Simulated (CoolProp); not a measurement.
Saturation properties of octamethyltrisiloxane (MDM).

Values from CoolProp's reference Helmholtz-energy equation of state, Thol 2017.

| T (°C) | p (kPa) | enthalpy of vaporisation (kJ/kg) | liquid cp (kJ/(kg K)) | vapour Z | surface tension (mN/m) |
|---|---|---|---|---|---|
| 73.65 | 6.899 | 185.3 | 1.902 | 0.9898 | 12.3 |
| 81.05 | 9.492 | 182.4 | 1.921 | 0.9870 | 11.7 |
| 88.45 | 12.84 | 179.5 | 1.940 | 0.9837 | 11.1 |
| 95.95 | 17.17 | 176.5 | 1.959 | 0.9797 | 10.5 |
| 103.35 | 22.53 | 173.5 | 1.979 | 0.9751 | 9.95 |
| 110.75 | 29.17 | 170.5 | 1.998 | 0.9699 | 9.38 |
| 118.25 | 37.41 | 167.4 | 2.018 | 0.9639 | 8.81 |
| 125.65 | 47.27 | 164.3 | 2.038 | 0.9571 | 8.27 |
| 133.05 | 59.09 | 161.2 | 2.058 | 0.9496 | 7.73 |
| 140.55 | 73.32 | 157.9 | 2.079 | 0.9411 | 7.20 |
| 147.95 | 89.85 | 154.6 | 2.099 | 0.9318 | 6.68 |
| 155.35 | 109.2 | 151.3 | 2.120 | 0.9216 | 6.18 |
| 162.75 | 131.5 | 147.8 | 2.142 | 0.9103 | 5.70 |
| 170.25 | 157.6 | 144.2 | 2.164 | 0.8979 | 5.21 |

It boils at 152.5 °C under 1 atm.

Surface tension comes from a separate correlation (Mulero 2014), older than this fluid's equation and unchecked against measurements.
